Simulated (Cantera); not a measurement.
A diamond (100) surface in a fixed gas of H2 with x(CH4) = 0.0026, x(H) = 0.0072, at 1175 K, 26000 Pa; coverages are run to steady state.

Computed with Cantera and the Harris–Goodwin 1993 mechanism for the reconstructed diamond (100) surface.

One state of this run: growth (µm/h) = 0.498; θ c6HH = 0.457; θ c6H* = 0.0361; θ c6*H = 0.480; θ c6** = 0.0268; θ c6HM = 7.32e-5. θ: site fractions in the mechanism's names (c6HH fully hydrogenated, c6H* and c6*H radical sites, c6** diradical, c6HM methylated).

Task: Which value of x(CH3) does it belong to?
A. 6.1e-05
B. 2.3e-06
C. 1.2e-05
D. 0.00071

Result: B, 2.3e-06
